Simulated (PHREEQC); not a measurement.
Make-up at 25 °C and 300 atm: 67 mmol/kgw K2CO3, 6.7 mmol/kgw Al(NO3)3 and 10 mmol/kgw CO2. Closed to the air; pH follows from the charge balance.

Model: ion-association model, phreeqc.dat, run in PHREEQC.

Each row changes one thing in this solution. This is a speciation only: nothing precipitates in the calculation.

```
case                                                pH  ionic strength (mol/kgw)  HCO3- (mol/kgw)  CO3-2 (mol/kgw)  CO2 (mol/kgw)
-----------------------------------------------  -----  ------------------------  ---------------  ---------------  -------------
as made                                           9.64                     0.164           0.0469           0.0301        1.29e-5
Al(NO3)3 from 0.0067 to 0.00603 mol/kgw           9.70                     0.167           0.0442           0.0328        1.06e-5
Al(NO3)3 left out                                10.26                     0.191           0.0203           0.0567        1.31e-6
K2CO3 replaced by KNO3 at the same molality       3.74                     0.107          4.34e-5                ?        0.00995
Al(NO3)3 replaced by NaNO3 at the same molality      ?                         ?           0.0203                ?        1.35e-6
```

Task: Complete the blanks.

Result: 
- K2CO3 replaced by KNO3 at the same molality, CO3-2 (mol/kgw): 3.17e-11
- Al(NO3)3 replaced by NaNO3 at the same molality, pH: 10.25
- Al(NO3)3 replaced by NaNO3 at the same molality, ionic strength (mol/kgw): 0.194
- Al(NO3)3 replaced by NaNO3 at the same molality, CO3-2 (mol/kgw): 0.0551

Some of these states are supersaturated (in Gibbsite (slow to form), for instance). Under pressure, the constants of complexes without a molar volume in the database are unreliable.
